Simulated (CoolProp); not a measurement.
Vapour-liquid equilibrium of n-decane (1) + n-dodecane (2) at 443.2 K; x and y are mole fractions of (1).

Values from CoolProp's multi-fluid Helmholtz-energy mixture model, Lemmon 2006 and Lemmon 2004; pair parameters Bell 2016.

Give the bubble pressure and the first vapour's composition at x = 0.125, 0.35, 0.65. Is there an azeotrope?

x = 0.125: 0.03650 MPa, y = 0.296; x = 0.35: 0.05040 MPa, y = 0.618; x = 0.65: 0.06927 MPa, y = 0.847. No azeotrope shows between x = 0.05 and 0.95.

The pair parameters rest on a limited set of measurements; away from them the model extrapolates.
